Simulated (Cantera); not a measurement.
# Boron, boron nitride and boron oxide: B2H6 + H2 + N2

Feed: 1 mol B2H6, 89 mol H2, 0.14 mol N2, equilibrated at 0.133 bar.

Method: chemical equilibrium by Gibbs-energy minimisation in Cantera with the NASA 1993 tables (ideal gas, pure condensed phases). Candidate condensed phases: B, BN; 15 gas species. The feed counts by its element totals alone. Mutual solubility and eutectic melting of coexisting phases are not modelled. The tables' values for BH2 are old estimates; treat these amounts as uncertain. Gases not in the tables: B2H6 and higher boranes. The numbers say what is thermodynamically allowed, not how fast it happens.

| T (K) | x H2 | x H | x N2 | x BH2 | x B | x BH3 | x BH | n B(s) | n BN(s) |
|---|---|---|---|---|---|---|---|---|---|
| 1525 | 1.000 | 6.48e-5 | 7.88e-8 | 1.27e-5 | 3.02e-11 | 2.52e-6 | 2.48e-10 | 1.72 | 0.280 |
| 1625 | 1.000 | 0.000193 | 8.87e-7 | 3.26e-5 | 4.51e-10 | 3.88e-6 | 2.05e-9 | 1.72 | 0.280 |
| 1725 | 0.999 | 0.000508 | 7.52e-6 | 7.44e-5 | 4.90e-9 | 5.67e-6 | 1.32e-8 | 1.71 | 0.279 |
| 1825 | 0.999 | 0.00121 | 5.03e-5 | 0.000155 | 4.09e-8 | 7.92e-6 | 6.91e-8 | 1.71 | 0.271 |
| 1925 | 0.997 | 0.00261 | 0.000276 | 0.000298 | 2.73e-7 | 1.06e-5 | 3.04e-7 | 1.74 | 0.229 |
| 2025 | 0.993 | 0.00525 | 0.00128 | 0.000535 | 1.51e-6 | 1.38e-5 | 1.15e-6 | 1.90 | 0.0443 |
| 2125 | 0.988 | 0.00988 | 0.00151 | 0.000907 | 7.07e-6 | 1.74e-5 | 3.81e-6 | 1.91 | 0 |
| 2225 | 0.979 | 0.0176 | 0.00151 | 0.00146 | 2.88e-5 | 2.13e-5 | 1.13e-5 | 1.86 | 0 |
x: gas mole fraction; n: condensed amount in mol.

From 1525 K to 2025 K the condensed part is B(s) + BN(s). From 2125 K to 2225 K the condensed part is B(s). The share of B in condensed phases is highest at 1525 K (99.9 %) and lowest at 2225 K (92.9 %).
